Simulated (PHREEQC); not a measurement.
A solution holds 0.002 mol/kgw HCl and 0.0015 mol/kgw CuSO4, at 20 °C. Closed to the air; pH follows from the charge balance.

The numbers come from PHREEQC with the ion-association model, phreeqc.dat.

No solid was allowed to form.

Task: Order these Cu species by the share of Cu that they hold, largest first: CuCl+, CuSO4, Cu+2.

Result: Cu+2 (89 %), CuSO4 (11 %), CuCl+ (0.27 %)

Task: Order these S species by the share of S that they hold, largest first: SO4-2, CuSO4, HSO4-.

Result: SO4-2 (80 %), CuSO4 (11 %), HSO4- (9.3 %)

The pH is 2.76 and the ionic strength 0.00707 mol/kgw. Species that the database lacks are ignored.
